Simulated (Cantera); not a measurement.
An adiabatic, constant-volume homogeneous reactor starts with CH4 : CO : O2 : N2 : H2O = 1 : 0.24 : 0.922 : 3.47 : 0.4 (molar parts), equivalence ratio 2.3, at 1748 K and 5480 Torr. Integrator tolerance rtol = 1e-08.

Cantera simulation using GRI-Mech 3.0 (53 species, 325 reactions); the numbers are that mechanism's predictions, not measurements.

**Question.** What does this change do: constant pressure in place of constant volume?

**Answer.** 
```csv
quantity,before,after
time of steepest temperature rise,41.7 µs,46.8 µs
temperature at 0.200 s,2824 K,2582 K
equilibrium temperature,2824 K,2582 K
x(CH4) at 0.200 s,1.11e-9 (gas-phase equilibrium 1.25e-9),7.23e-10 (gas-phase equilibrium 8.14e-10)
x(CO) at 0.200 s,0.154 (gas-phase equilibrium 0.154),0.154 (gas-phase equilibrium 0.154)
x(O2) at 0.200 s,3.03e-5 (gas-phase equilibrium 3.03e-5),7.62e-6 (gas-phase equilibrium 7.62e-6)
x(CO2) at 0.200 s,0.0189 (gas-phase equilibrium 0.0189),0.0203 (gas-phase equilibrium 0.0203)
x(O) at 0.200 s,8.81e-5 (gas-phase equilibrium 8.81e-5),2.20e-5 (gas-phase equilibrium 2.20e-5)
x(NO) at 0.200 s,0.000359 (gas-phase equilibrium 0.000359),0.000126 (gas-phase equilibrium 0.000126)
```

**Question.** What does this change do: H2O 0.4 to 0.16 parts?

**Answer.** 
| quantity | before | after |
|---|---|---|
| time of steepest temperature rise | 41.7 µs | 39.2 µs |
| temperature at 0.200 s | 2824 K | 2868 K |
| equilibrium temperature | 2824 K | 2868 K |
| x(CH4) at 0.200 s | 1.11e-9 (gas-phase equilibrium 1.25e-9) | 1.34e-9 (gas-phase equilibrium 1.50e-9) |
| x(CO) at 0.200 s | 0.154 (gas-phase equilibrium 0.154) | 0.163 (gas-phase equilibrium 0.163) |
| x(O2) at 0.200 s | 3.03e-5 (gas-phase equilibrium 3.03e-5) | 2.77e-5 (gas-phase equilibrium 2.77e-5) |
| x(CO2) at 0.200 s | 0.0189 (gas-phase equilibrium 0.0189) | 0.0161 (gas-phase equilibrium 0.0161) |
| x(O) at 0.200 s | 8.81e-5 (gas-phase equilibrium 8.81e-5) | 9.85e-5 (gas-phase equilibrium 9.85e-5) |
| x(NO) at 0.200 s | 0.000359 (gas-phase equilibrium 0.000359) | 0.000371 (gas-phase equilibrium 0.000371) |

**Question.** What does this change do: initial temperature 1748 to 1775 K?

**Answer.** 
```
quantity                                                              before                                      after
---------------------------------  -----------------------------------------  -----------------------------------------
time of steepest temperature rise                                    41.7 µs                                    33.5 µs
temperature at 0.200 s                                                2824 K                                     2843 K
equilibrium temperature                                               2824 K                                     2843 K
x(CH4) at 0.200 s                    1.11e-9 (gas-phase equilibrium 1.25e-9)    1.02e-9 (gas-phase equilibrium 1.15e-9)
x(CO) at 0.200 s                         0.154 (gas-phase equilibrium 0.154)        0.154 (gas-phase equilibrium 0.154)
x(O2) at 0.200 s                     3.03e-5 (gas-phase equilibrium 3.03e-5)    3.55e-5 (gas-phase equilibrium 3.55e-5)
x(CO2) at 0.200 s                      0.0189 (gas-phase equilibrium 0.0189)      0.0188 (gas-phase equilibrium 0.0188)
x(O) at 0.200 s                      8.81e-5 (gas-phase equilibrium 8.81e-5)  0.000103 (gas-phase equilibrium 0.000103)
x(NO) at 0.200 s                   0.000359 (gas-phase equilibrium 0.000359)  0.000399 (gas-phase equilibrium 0.000399)
```
